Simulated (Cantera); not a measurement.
**Equilibrium for oxide etching and cleaning by halides: CaO + HBr + N₂**

A closed system holds: 1 mol CaO, 17 mol HBr, 50 mol N₂, equilibrated at 1.33 mbar.

Equilibrium computed with Cantera from the NASA thermochemical tables; the gas is ideal and each condensed phase is pure. Candidate condensed phases: Br₂, Ca, CaBr₂, CaO, Ca(OH)₂, H₂O; 34 gas species. Equilibrium is a limit: real reactors are often held back by kinetics, nucleation or transport.

| T (K) | log p N₂ | log p HBr | log p Br | log p H₂ | log p H₂O | log p CaBr₂ | n CaBr₂(s) | n CaBr₂(l) |
|---|---|---|---|---|---|---|---|---|
| 1000 | -3.00 | -3.52 | -5.87 | -6.13 | -4.69 | -6.38 | 0.979 | 0 |
| 1075 | -3.00 | -3.53 | -5.50 | -5.78 | -4.70 | -5.43 | 0 | 0.817 |
| 1150 | -3.00 | -3.54 | -5.18 | -5.47 | -4.70 | -4.70 | 0 | 0 |
| 1225 | -3.00 | -3.55 | -4.90 | -5.20 | -4.70 | -4.70 | 0 | 0 |
| 1300 | -3.01 | -3.56 | -4.66 | -4.96 | -4.70 | -4.70 | 0 | 0 |
| 1375 | -3.01 | -3.59 | -4.45 | -4.75 | -4.71 | -4.71 | 0 | 0 |
| 1450 | -3.01 | -3.62 | -4.27 | -4.57 | -4.71 | -4.71 | 0 | 0 |
| 1525 | -3.01 | -3.67 | -4.12 | -4.42 | -4.71 | -4.71 | 0 | 0 |
| 1600 | -3.02 | -3.73 | -4.00 | -4.30 | -4.72 | -4.72 | 0 | 0 |
| 1675 | -3.02 | -3.80 | -3.90 | -4.20 | -4.72 | -4.72 | 0 | 0 |
| 1750 | -3.03 | -3.89 | -3.82 | -4.12 | -4.73 | -4.73 | 0 | 0 |
| 1825 | -3.03 | -3.99 | -3.75 | -4.06 | -4.73 | -4.73 | 0 | 0 |
| 1900 | -3.04 | -4.10 | -3.71 | -4.02 | -4.74 | -4.74 | 0 | 0 |
log p: log10 of the partial pressure in bar; n: condensed amount in mol.

At 1000 K the condensed part is CaBr₂(s). At 1075 K the condensed part is CaBr₂(l). From 1150 K to 1900 K nothing is condensed. The main Ca-bearing gas is CaBr₂ throughout.
